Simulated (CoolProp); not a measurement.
Model: reference Helmholtz-energy equation of state, Leachman 2009, in CoolProp.

For normal hydrogen, give the phase and the speed of sound (m/s), Prandtl number at 42.6 K and 2.27 MPa; 88.8 K and 2.27 MPa.


- 42.6 K and 2.27 MPa: supercritical; speed of sound 516, Prandtl number 1.22
- 88.8 K and 2.27 MPa: supercritical; speed of sound 787, Prandtl number 0.686

Viscosity comes from a separate model (Muzny 2013). Thermal conductivity comes from a separate model (Assael 2011).
